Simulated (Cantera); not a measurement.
## Premixed flame

A freely propagating, adiabatic, planar premixed flame of 6.65 % CH4, 0.532 % C2H6, 1.93 % C3H8, 19.1 % O2, 71.8 % N2, equivalence ratio 1.3, unburnt at 423 K and 8.29 atm; multicomponent transport, grid criteria slope 0.08 and curve 0.16, no radiation.

Model: GRI-Mech 3.0 (53 species, 325 reactions), integrated in Cantera. GRI-Mech 3.0 was tuned for natural gas; its chemistry of propane as a main component is partial and can be far from experiment. Burning velocities carry a grid error of a few per cent, more on coarse grids.

```csv
z (mm),T (K),u (m/s),x CH4,x C2H6,x C3H8,x H2O,x CH2,x CO
-0.335,424,0.226,0.0663,0.00531,0.0192,9.34e-5,<1e-8,1.24e-5
-0.224,429,0.229,0.0659,0.00529,0.0192,0.000937,<1e-8,0.000153
-0.168,452,0.243,0.0648,0.00525,0.0191,0.00406,<1e-8,0.000796
-0.112,586,0.319,0.0597,0.00503,0.0184,0.0203,<1e-8,0.00523
-0.0559,1096,0.614,0.0410,0.00367,0.0118,0.0753,<1e-8,0.0271
-0.0280,1512,0.863,0.0245,0.00195,0.00313,0.118,8.71e-7,0.0492
0,1889,1.09,0.00836,0.000225,2.36e-5,0.156,2.00e-5,0.0690
0.0280,2069,1.20,0.00192,9.62e-6,<1e-8,0.171,2.46e-5,0.0733
0.0559,2126,1.23,0.000545,7.40e-7,<1e-8,0.173,1.01e-5,0.0717
0.112,2155,1.24,0.000108,2.26e-8,<1e-8,0.172,1.57e-6,0.0692
0.224,2166,1.25,2.14e-5,<1e-8,<1e-8,0.171,1.59e-7,0.0681
0.447,2170,1.25,4.87e-6,<1e-8,<1e-8,0.171,1.69e-8,0.0681
0.894,2171,1.25,8.56e-7,<1e-8,<1e-8,0.171,<1e-8,0.0681
```
x: mole fraction of selected species; z is measured from the peak of heat release.

The laminar burning velocity is 22.5 cm/s, the thermal thickness is 0.112 mm and the peak x(CH2) is 2.85e-5. The peak x(CO) comes out as 0.0733 and the grid points is 136.
